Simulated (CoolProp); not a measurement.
Properties of nitrous oxide at several states.

Values from CoolProp's reference Helmholtz-energy equation of state, Lemmon 2006. It is a short technical equation, of lower accuracy than the large ones.

```
T (K)  p (kPa)          phase  density (kg/m³)  cp (kJ/(kg K))  cv (kJ/(kg K))  isothermal compressibility (1/MPa)  fugacity coefficient
-----  -------  -------------  ---------------  --------------  --------------  ----------------------------------  --------------------
486.2    27100  supercritical            349.0           1.510          0.9166                             0.03626                0.8031
463.3     19.1            gas           0.2183           1.017          0.8281                               52.37                0.9998
381.3    10800  supercritical            207.8           1.624          0.8615                              0.1285                0.7631
499       84.6            gas           0.8981           1.043          0.8527                               11.83                0.9993
419       9130  supercritical            136.7           1.280          0.8464                              0.1290                0.8544
```
